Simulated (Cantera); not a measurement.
A closed system holds: 1 mol MgO, 1.7 mol SiCl4, 0.15 mol O2, equilibrated at 998 K and 1.00 mbar.

Method: chemical equilibrium by Gibbs-energy minimisation in Cantera with the NASA 1993 tables (ideal gas, pure condensed phases). Condensed phases not in the tables: alloys, solid solutions and most ternary compounds. Equilibrium is a limit: real reactors are often held back by kinetics, nucleation or transport.

| species | before | after |
|---|---|---|
| SiCl4 | 0.635 | 0.396 |
| MgCl2 | 0.182 | 0.381 |
| Cl | 0.00504 | 0.207 |
| Cl2 | 0.179 | 0.0126 |
| SiCl3 | 2.97e-8 | 0.00343 |
| SiCl2 | <1e-9 | 9.45e-5 |
| MgCl2(l), mol | 0.699 | 0 |
| SiO2(β-quartz), mol | 0.650 | 0.650 |
Gas species are given as mole fractions.

**Question.** Which change was made?
A) temperature from 998 K to 1275 K
B) temperature from 998 K to 1500 K
C) temperature from 998 K to 848 K
D) O2 from 0.15 to 0.077 mol

**Answer.** B, temperature from 998 K to 1500 K. The tables' values for SiCl3 are old estimates; treat these amounts as uncertain. The tables hold silica as quartz up to 1696 K and as liquid above; real silica turns to tridymite and cristobalite and melts near 1996 K
